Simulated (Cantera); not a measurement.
Input: 1 mol Pb, 3.4 mol CO, 2.4 mol N2, at 800 K and 24.8 Torr.

Equilibrium computed with Cantera from the NASA thermochemical tables; the gas is ideal and each condensed phase is pure. Candidate condensed phases: C, Pb, PbO, PbO2, Pb3O4; 27 gas species. Rates play no part.

Base state: N2 0.508, CO 0.264, CO2 0.228 (mole fractions); condensed: C(graphite) + Pb(l).

Question: What changes in the equilibrium state with this change: pressure from 24.8 Torr to 750 Torr?

Answer: 
```tsv
species	before	after
N2	0.508	0.567
CO2	0.228	0.371
CO	0.264	0.0613
C(graphite), mol	1.08	1.57
Pb(l), mol	1.000	1.00
```
